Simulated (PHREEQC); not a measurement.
Dissolve 0.016 mol/kgw HNO3 and 0.0031 mol/kgw K2SO4 at 25 °C. Closed to the air; pH follows from the charge balance.

Model: ion-association model, phreeqc.dat, run in PHREEQC.

Precipitation was switched off in this run.

Q: Predict the pH.

A: pH 1.89.

Q: In which forms is S present?

A: SO4-2 54 %, HSO4- 45 %, KSO4- 1.3 % of the S.
